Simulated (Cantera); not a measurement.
# Si + O2 + N2 (thermal oxidation and active oxidation of silicon)

Charge: 1 mol Si, 0.0039 mol O2, 1.6 mol N2, equilibrated at 10.0 mbar.

These are equilibrium values from Cantera (NASA tables, ideal gas, pure condensed phases), not measurements of a reactor. Candidate condensed phases: Si, SiO2, Si2N2O, Si3N4; 16 gas species. N2 is the only nitrogen source here; it is nearly inert below about 1500 K, so the nitride shown seldom forms there in practice. Mutual solubility and eutectic melting of coexisting phases are not modelled. The tables' values for SiN are old estimates; treat these amounts as uncertain. Rates play no part.

From 1375 K to 1725 K the condensed part is Si2N2O(s) + Si3N4(s). At 1775 K the condensed part is Si3N4(s). From 1825 K to 1925 K the condensed part is Si(l). The main Si-bearing gas is SiO throughout.

```json
[
 {"T (K)": "1375", "log p N2": "-2.00", "log p SiO": "-8.67", "log p Si": "-11.71", "log p Si2N": "<-14", "n Si2N2O(s)": "0.00780", "n Si3N4(s)": "0.328", "n Si(l)": "0"},
 {"T (K)": "1425", "log p N2": "-2.00", "log p SiO": "-7.90", "log p Si": "-10.79", "log p Si2N": "-13.40", "n Si2N2O(s)": "0.00780", "n Si3N4(s)": "0.328", "n Si(l)": "0"},
 {"T (K)": "1475", "log p N2": "-2.00", "log p SiO": "-7.18", "log p Si": "-9.93", "log p Si2N": "-12.31", "n Si2N2O(s)": "0.00779", "n Si3N4(s)": "0.328", "n Si(l)": "0"},
 {"T (K)": "1525", "log p N2": "-2.00", "log p SiO": "-6.51", "log p Si": "-9.13", "log p Si2N": "-11.29", "n Si2N2O(s)": "0.00777", "n Si3N4(s)": "0.328", "n Si(l)": "0"},
 {"T (K)": "1575", "log p N2": "-2.00", "log p SiO": "-5.88", "log p Si": "-8.38", "log p Si2N": "-10.34", "n Si2N2O(s)": "0.00768", "n Si3N4(s)": "0.328", "n Si(l)": "0"},
 {"T (K)": "1625", "log p N2": "-2.00", "log p SiO": "-5.29", "log p Si": "-7.68", "log p Si2N": "-9.44", "n Si2N2O(s)": "0.00732", "n Si3N4(s)": "0.328", "n Si(l)": "0"},
 {"T (K)": "1675", "log p N2": "-2.00", "log p SiO": "-4.74", "log p Si": "-7.02", "log p Si2N": "-8.60", "n Si2N2O(s)": "0.00610", "n Si3N4(s)": "0.329", "n Si(l)": "0"},
 {"T (K)": "1725", "log p N2": "-2.00", "log p SiO": "-4.22", "log p Si": "-6.40", "log p Si2N": "-7.82", "n Si2N2O(s)": "0.00216", "n Si3N4(s)": "0.330", "n Si(l)": "0"},
 {"T (K)": "1775", "log p N2": "-2.00", "log p SiO": "-4.08", "log p Si": "-5.81", "log p Si2N": "-7.07", "n Si2N2O(s)": "0", "n Si3N4(s)": "0.331", "n Si(l)": "0"},
 {"T (K)": "1825", "log p N2": "-2.00", "log p SiO": "-4.31", "log p Si": "-5.34", "log p Si2N": "-6.53", "n Si2N2O(s)": "0", "n Si3N4(s)": "0", "n Si(l)": "0.991"},
 {"T (K)": "1875", "log p N2": "-2.00", "log p SiO": "-4.31", "log p Si": "-5.04", "log p Si2N": "-6.32", "n Si2N2O(s)": "0", "n Si3N4(s)": "0", "n Si(l)": "0.991"},
 {"T (K)": "1925", "log p N2": "-2.00", "log p SiO": "-4.31", "log p Si": "-4.76", "log p Si2N": "-6.11", "n Si2N2O(s)": "0", "n Si3N4(s)": "0", "n Si(l)": "0.989"}
]
```
log p: log10 of the partial pressure in bar; n: condensed amount in mol.
